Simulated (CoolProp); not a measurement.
Saturation properties of carbon monoxide (Tc = -140.3 °C, pc = 3.498 MPa, ω = 0.050).

The numbers come from the reference Helmholtz-energy equation of state, Lemmon 2006 in CoolProp. It is a short technical equation, of lower accuracy than the large ones.

```json
[
 {"T (°C)": "-181.55", "p (MPa)": "0.2757", "enthalpy of vaporisation (kJ/kg)": "199.6", "vapour Z": "(withheld)"},
 {"T (°C)": "-178.95", "p (MPa)": "0.3449", "enthalpy of vaporisation (kJ/kg)": "195.2", "vapour Z": "0.9019"},
 {"T (°C)": "-176.35", "p (MPa)": "0.4262", "enthalpy of vaporisation (kJ/kg)": "190.4", "vapour Z": "0.8862"},
 {"T (°C)": "-173.75", "p (MPa)": "0.5206", "enthalpy of vaporisation (kJ/kg)": "(withheld)", "vapour Z": "0.8691"},
 {"T (°C)": "-171.15", "p (MPa)": "0.6293", "enthalpy of vaporisation (kJ/kg)": "180.1", "vapour Z": "0.8504"},
 {"T (°C)": "-168.55", "p (MPa)": "0.7536", "enthalpy of vaporisation (kJ/kg)": "174.4", "vapour Z": "0.8302"},
 {"T (°C)": "-165.95", "p (MPa)": "0.8946", "enthalpy of vaporisation (kJ/kg)": "168.2", "vapour Z": "0.8082"},
 {"T (°C)": "-163.35", "p (MPa)": "1.054", "enthalpy of vaporisation (kJ/kg)": "161.6", "vapour Z": "0.7844"},
 {"T (°C)": "-160.75", "p (MPa)": "1.232", "enthalpy of vaporisation (kJ/kg)": "154.4", "vapour Z": "0.7586"},
 {"T (°C)": "-158.15", "p (MPa)": "1.431", "enthalpy of vaporisation (kJ/kg)": "146.5", "vapour Z": "0.7306"},
 {"T (°C)": "-155.55", "p (MPa)": "1.652", "enthalpy of vaporisation (kJ/kg)": "137.8", "vapour Z": "0.6999"},
 {"T (°C)": "-152.95", "p (MPa)": "1.896", "enthalpy of vaporisation (kJ/kg)": "128.1", "vapour Z": "0.6660"},
 {"T (°C)": "-150.35", "p (MPa)": "2.166", "enthalpy of vaporisation (kJ/kg)": "(withheld)", "vapour Z": "0.6282"},
 {"T (°C)": "-147.75", "p (MPa)": "2.463", "enthalpy of vaporisation (kJ/kg)": "104.1", "vapour Z": "0.5848"}
]
```

### Question
Some entries are withheld; supply them.

### Answer

- -181.55, vapour Z: 0.9162
- -173.75, enthalpy of vaporisation (kJ/kg): 185.4
- -150.35, enthalpy of vaporisation (kJ/kg): 117.0

It boils at -191.5 °C under 1 atm.
